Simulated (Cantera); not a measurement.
Feed: 1 mol SiH2Cl2, a varied amount of N2, at 550 °C and 1.33 mbar.

Method: chemical equilibrium by Gibbs-energy minimisation in Cantera with the NASA 1993 tables (ideal gas, pure condensed phases). Candidate condensed phases: NH4Cl, Si, Si3N4; 28 gas species. N2 is the only nitrogen source here; it is nearly inert below about 1500 K, so the nitride shown seldom forms there in practice. The numbers say what is thermodynamically allowed, not how fast it happens.

x: gas mole fraction; n: condensed amount in mol.

| n(N2) (mol) | x N2 | x HCl | x H2 | x SiCl4 | x SiHCl3 | x SiCl3 | x NH3 | n Si3N4(s) |
|---|---|---|---|---|---|---|---|---|
| 29 | 0.939 | 0.0472 | 0.00941 | [?] | 1.13e-6 | 3.49e-7 | 2.81e-9 | 0.286 |
| 35 | 0.949 | 0.0400 | 0.00753 | [?] | 8.57e-7 | 2.95e-7 | 2.02e-9 | 0.288 |
| 41 | 0.956 | 0.0348 | 0.00624 | [?] | 6.76e-7 | 2.56e-7 | 1.53e-9 | 0.289 |
| 49 | 0.963 | 0.0297 | 0.00504 | [?] | 5.17e-7 | 2.17e-7 | 1.11e-9 | 0.291 |
| 59 | 0.969 | 0.0251 | 0.00403 | [?] | 3.90e-7 | 1.84e-7 | 7.98e-10 | 0.293 |
| 70 | 0.974 | 0.0215 | 0.00327 | [?] | 3.01e-7 | 1.57e-7 | 5.86e-10 | 0.294 |
| 84 | 0.978 | 0.0182 | 0.00262 | [?] | 2.27e-7 | 1.33e-7 | 4.20e-10 | 0.296 |
| 100 | 0.981 | 0.0155 | 0.00211 | [?] | 1.74e-7 | 1.13e-7 | 3.05e-10 | 0.298 |
| 120 | 0.984 | 0.0131 | 0.00169 | [?] | 1.31e-7 | 9.53e-8 | 2.18e-10 | 0.299 |

### Question
Fill in the missing entries.

### Answer

- 29, x SiCl4: 0.00470
- 35, x SiCl4: 0.00377
- 41, x SiCl4: 0.00312
- 49, x SiCl4: 0.00252
- 59, x SiCl4: 0.00201
- 70, x SiCl4: 0.00163
- 84, x SiCl4: 0.00131
- 100, x SiCl4: 0.00106
- 120, x SiCl4: 0.000843
